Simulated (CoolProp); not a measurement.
Vapour-liquid equilibrium of ethane (1) + C2F6 (R116) (2) at 263.1 K; x and y are mole fractions of (1).

Values from CoolProp's multi-fluid Helmholtz-energy mixture model, Bücker 2006 and Lemmon 2006; pair parameters Bell 2016.

### Question
Give the bubble pressure and the first vapour's composition at x = 0.05, 0.125, 0.275. Is there an azeotrope?

### Answer
x = 0.05: 1.513 MPa, y = 0.094; x = 0.125: 1.675 MPa, y = 0.213; x = 0.275: 1.946 MPa, y = 0.390. y crosses x between x = 0.65 and 0.725: the model has an azeotrope there.

Pair parameters are fitted to limited data, so mixtures are less certain than the pure fluids.
